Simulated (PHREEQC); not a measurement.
Solution (25 °C): 0.016 mol/kgw NH3, 0.00072 mol/kgw Na2SiO3 and 0.0017 mol/kgw Na2CO3. Closed to the air; pH follows from the charge balance.

All values are PHREEQC results (ion-association model, phreeqc.dat), not measurements.

No solid was allowed to form.

Q: Order these Si species by the share of Si that they hold, largest first: H2SiO4-2, H4SiO4, H3SiO4-.

A: H3SiO4- (94 %), H4SiO4 (5.2 %), H2SiO4-2 (0.91 %)

Q: Order these C species by the share of C that they hold, largest first: CO3-2, HCO3-, NaCO3-.

A: CO3-2 (82 %), HCO3- (12 %), NaCO3- (5.2 %)

The pH is 11.05 and the ionic strength 0.00643 mol/kgw.
